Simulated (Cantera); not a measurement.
A closed system holds: 1 mol Si, 4.7 mol NF3, 62 mol H2, held at 1598.15 K and 840 Pa.

These are equilibrium values from Cantera (NASA tables, ideal gas, pure condensed phases), not measurements of a reactor. Candidate condensed phases: Si, Si3N4; 37 gas species. The tables' values for SiF3, SiF2 are old estimates; treat these amounts as uncertain. Kinetics and transport are ignored.

Base state: H2 0.807, HF 0.144, N2 0.0334, SiF4 0.0131, SiF3 0.000980, H 0.000523, SiHF3 6.96e-5, SiF2 3.55e-5 (mole fractions); condensed: gas only.

### Question
What changes in the equilibrium state with this change: pressure from 840 Pa to 110 Pa?

### Answer
```json
[
 {"species": "H2", "before": "0.807", "after": "0.805"},
 {"species": "HF", "before": "0.144", "after": "0.146"},
 {"species": "N2", "before": "0.0334", "after": "0.0333"},
 {"species": "SiF4", "before": "0.0131", "after": "0.0115"},
 {"species": "SiF2", "before": "3.55e-5", "after": "0.000232"},
 {"species": "H", "before": "0.000523", "after": "0.00144"}
]
```
